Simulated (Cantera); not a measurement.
Catalytic combustion on Pt

An isothermal plug-flow reactor at 825 K and 0.680 bar (inlet), inlet velocity 3.8 m/s, active area per volume 120 1/m; feed 1.76 % CO, 5.74 % O2, 92.5 % N2.

Computed with Cantera and Deutschmann's 1995 Pt surface mechanism with GRI-Mech 3.0 gas chemistry. Catalytic surfaces can have several steady states; this one follows from the mechanism file's or the stated starting coverage. Mass transfer to the wall is taken as infinitely fast.

| z (m) | x CO | x O2 | x H2O | x CO2 | θ free Pt | θ O* | θ CO* |
|---|---|---|---|---|---|---|---|
| 0.00033 | 0.0171 | 0.0571 | <1e-12 | 0.000514 | 0.222 | 0.0106 | 0.767 |
| 0.00058 | 0.0167 | 0.0569 | <1e-12 | 0.000913 | 0.225 | 0.0109 | 0.764 |
| 0.001 | 0.0160 | 0.0566 | <1e-12 | 0.00160 | 0.230 | 0.0113 | 0.759 |
| 0.0018 | 0.0146 | 0.0560 | <1e-12 | 0.00300 | 0.241 | 0.0125 | 0.747 |
| 0.0033 | 0.0116 | 0.0545 | <1e-12 | 0.00602 | 0.272 | 0.0162 | 0.712 |
| 0.0058 | 0.00266 | 0.0503 | <1e-12 | 0.0150 | 0.188 | 0.806 | 0.00606 |
| 0.01 | 0.00149 | 0.0497 | <1e-12 | 0.0162 | 0.0972 | 0.902 | 0.000820 |
| 0.018 | 0.000778 | 0.0494 | <1e-12 | 0.0169 | 0.0839 | 0.916 | 0.000314 |
| 0.033 | 0.000289 | 0.0492 | <1e-12 | 0.0174 | 0.0778 | 0.922 | 9.95e-5 |
x: gas mole fraction; θ: surface coverage.
